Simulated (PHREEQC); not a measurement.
# Reverse-osmosis permeate: speciation

Synthetic water in mg/L, 80 °C, pH 6.28, pe 10.1:

```json
[
 {"constituent": "Na", "mg/L": "0.962"},
 {"constituent": "K", "mg/L": "0.0334"},
 {"constituent": "Ca", "mg/L": "0.585"},
 {"constituent": "Mg", "mg/L": "0.69"},
 {"constituent": "Cl", "mg/L": "2"},
 {"constituent": "S(6) as SO4", "mg/L": "1.33"},
 {"constituent": "Alkalinity as HCO3", "mg/L": "4.27"},
 {"constituent": "Cd", "mg/L": "0.00211"},
 {"constituent": "Br", "mg/L": "0.202"}
]
```

Valence states are taken as typed.

Computed with PHREEQC (ion-association model, phreeqc.dat).

```
Quantity                         Value
--------------------  ----------------
ionic strength        0.000199 mol/kgw
charge-balance error            -9.8 %
```

```csv
species,molality,activity,log γ
CO2,7.85e-5,7.85e-5,0.000
HCO3-,6.99e-5,6.87e-5,-0.008
Cl-,5.64e-5,5.54e-5,-0.008
Na+,4.18e-5,4.11e-5,-0.008
Mg+2,2.81e-5,2.61e-5,-0.031
Ca+2,1.45e-5,1.35e-5,-0.031
SO4-2,1.35e-5,1.26e-5,-0.031
O2,6.72e-6,6.72e-6,0.000
Br-,2.53e-6,2.48e-6,-0.008
```

Precipitation was switched off in this run. Species that the database lacks are ignored. Away from 25 °C the constants follow the database's enthalpies or fits; those with neither stay at their 25 °C values.
